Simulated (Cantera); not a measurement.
**Pyrogenic steam for wet oxidation**

An isothermal, constant-pressure homogeneous reactor starts with H₂ : O₂ : N₂ = 0.47 : 1.5 : 5.8 (molar parts), at 850 K and 1.00 bar.

Computed with Cantera and the H2/O2 subset of GRI-Mech 3.0, which has no nitrogen chemistry. Below about 950 K walls govern HO2 and H2O2 in real vessels. The temperature is held fixed by assumption; the heat of reaction is taken as removed at once.

```
t (s)       x H₂   x O₂     x H₂O      x OH       x O     x HO₂       x H
--------  ------  -----  --------  --------  --------  --------  --------
2.00e-6   0.0605  0.193    <1e-12    <1e-12    <1e-12    <1e-12    <1e-12
1.00e-5   0.0605  0.193    <1e-12    <1e-12    <1e-12  1.09e-12    <1e-12
5.02e-5   0.0605  0.193    <1e-12    <1e-12    <1e-12  7.04e-12    <1e-12
0.000252  0.0605  0.193  6.12e-12    <1e-12    <1e-12  3.95e-11    <1e-12
0.00126   0.0605  0.193  3.32e-11    <1e-12    <1e-12  2.03e-10    <1e-12
0.00632   0.0605  0.193  1.75e-10    <1e-12    <1e-12   1.03e-9    <1e-12
0.0317    0.0605  0.193   1.05e-9    <1e-12    <1e-12   5.32e-9    <1e-12
0.159     0.0605  0.193   1.32e-8    <1e-12    <1e-12   3.36e-8  1.84e-12
0.796     0.0605  0.193   1.46e-6  1.07e-11  2.13e-11   5.48e-7  4.31e-11
3.99      0.0593  0.192   0.00101   1.70e-9   2.17e-9   7.10e-6   4.52e-9
20.0      0.0112  0.172    0.0506   1.22e-8   7.47e-9   8.32e-6   4.37e-9
```
x: mole fraction; the columns are a selection and need not sum to one.

Equilibrium at this temperature and pressure: H₂ <1e-12, O₂ 0.168, H₂O 0.0624, OH 2.74e-9, O <1e-12, HO₂ 3.70e-11, H <1e-12 (gas phase only).
